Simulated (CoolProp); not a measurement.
n-heptane at 586.8 K and 0.143 MPa flows at 0.12 m/s in a round tube of 25 mm bore and 0.25 µm roughness, fully developed (64/Re and Nu = 3.66 if laminar; Colebrook and Gnielinski if turbulent). Each further row changes one setting.

Computed with CoolProp (reference Helmholtz-energy equation of state, Span 2003). It is a short technical equation, of lower accuracy than the large ones.

```
case               Reynolds number  Darcy friction factor  pressure drop (Pa/m)  heat-transfer coefficient (W/(m² K))  mass flow (kg/h)
-----------------  ---------------  ---------------------  --------------------  ------------------------------------  ----------------
as stated                      779                 0.0822                0.0705                                  6.45             0.631
velocity 0.24 m/s             1560                 0.0411                 0.141                                  6.45              1.26
diameter 50 mm                1560                 0.0411                0.0176                                  3.22              2.53
```

Viscosity comes from a separate model (Michailidou 2014). Thermal conductivity comes from a separate model (Assael 2013).
